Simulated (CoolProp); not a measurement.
A simple Rankine cycle with R142b: condensing at 304.15 K, boiler at 1.39 MPa, turbine inlet 393.6 K, turbine efficiency 0.9, pump efficiency 0.6, no recuperator. Each further row changes one setting.

The numbers come from the reference Helmholtz-energy equation of state, Lemmon 2006 in CoolProp. It is a short technical equation, of lower accuracy than the large ones.

| case | thermal efficiency (%) | net work (kJ/kg) | heat in (kJ/kg) | turbine exit temperature (K) | volume ratio over the turbine |
|---|---|---|---|---|---|
| as stated | 10.7 | 29.0 | 271 | 350.0 | 3.38 |
| turbine inlet 413.6 K | 10.7 | 31.3 | 293 | 370.4 | 3.34 |
| condensing temperature 296.15 K | 12.3 | 34.7 | 281 | 342.4 | 4.26 |
| boiler pressure 0.973 MPa | 7.9 | 21.9 | 277 | 363.8 | 2.34 |
| turbine efficiency 0.8 | 9.4 | 25.6 | 271 | 353.5 | 3.43 |
